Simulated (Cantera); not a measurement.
A perfectly stirred reactor is fed with H2 : O2 : N2 = 1 : 0.568 : 2.14 (molar parts), equivalence ratio 0.88, at 500000 Pa; it is adiabatic with a 700 K inlet, and is followed from long to short residence time, starting on the burning branch (τ in s: 0.027, 0.016, 0.0091, 0.0053, 0.003, 0.0018, 0.001, 0.0006, 0.00035, 0.0002, 0.00012, 6.7e-05).

Cantera simulation using the H2/O2 subset of GRI-Mech 3.0, which has no nitrogen chemistry; the numbers are that mechanism's predictions, not measurements. The hydrogen kinetics of GRI-Mech 3.0 are dated; newer H2 mechanisms differ, most at raised pressure.

Predict: blow-out, bracketed by the residence times tried; x(H2) at τ = 27.0 ms; x(O2) at τ = 27.0 ms; x(OH) at τ = 27.0 ms; x(HO2) at τ = 27.0 ms; x(H2O2) at τ = 27.0 ms; x(H2) at τ = 1.00 ms; x(O2) at τ = 1.00 ms; x(OH) at τ = 1.00 ms; x(HO2) at τ = 1.00 ms; x(H2O2) at τ = 1.00 ms.


- blow-out, bracketed by the residence times tried: burning at 67.0 µs, the shortest tried
- x(H2) at τ = 27.0 ms: 0.00720
- x(O2) at τ = 27.0 ms: 0.0215
- x(OH) at τ = 27.0 ms: 0.0113
- x(HO2) at τ = 27.0 ms: 7.73e-6
- x(H2O2) at τ = 27.0 ms: 7.72e-7
- x(H2) at τ = 1.00 ms: 0.00885
- x(O2) at τ = 1.00 ms: 0.0220
- x(OH) at τ = 1.00 ms: 0.0122
- x(HO2) at τ = 1.00 ms: 8.49e-6
- x(H2O2) at τ = 1.00 ms: 7.81e-7
